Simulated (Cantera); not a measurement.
A closed system holds: 1 mol PbO, a varied amount of H₂, held at 727 °C and 14.3 Torr.

Method: chemical equilibrium by Gibbs-energy minimisation in Cantera with the NASA 1993 tables (ideal gas, pure condensed phases). Candidate condensed phases: H₂O, Pb, PbO, PbO₂, Pb₃O₄; 12 gas species. Rates play no part.

Question: At 1.2 mol H₂, list the 3 most abundant gas species with their mole fractions, and the condensed phases.

Answer: H₂O 0.833, H₂ 0.167, Pb 0.000852. Condensed: Pb(l).
